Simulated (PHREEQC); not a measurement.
1.3 g of hydrous ferric oxide (600 m²/g; 0.2 weak and 0.005 strong sites per Fe, Dzombak-Morel constants, diffuse double layer) in 1 kg of water with 0.001 mol/kgw of an inert sodium salt and 3.7e-05 mol ZnCl2, at 25 °C; the pH is set by adding NaOH or the inert anion's acid. Oxygen alone is held at its pressure in air (log pO2 = -0.68). The system is closed to CO2. No solid was allowed to form.

Equilibrium calculation in PHREEQC: ion-association model, wateq4f.dat.

**Question.** Predict surface charge σ (C/m²) at pH = 4.5, 8, 11.

**Answer.** 
```csv
pH,surface charge σ (C/m²)
4.5,0.089
8,0.001
11,-0.056
```

The oxide is taken as insoluble; below pH 4 it would dissolve.
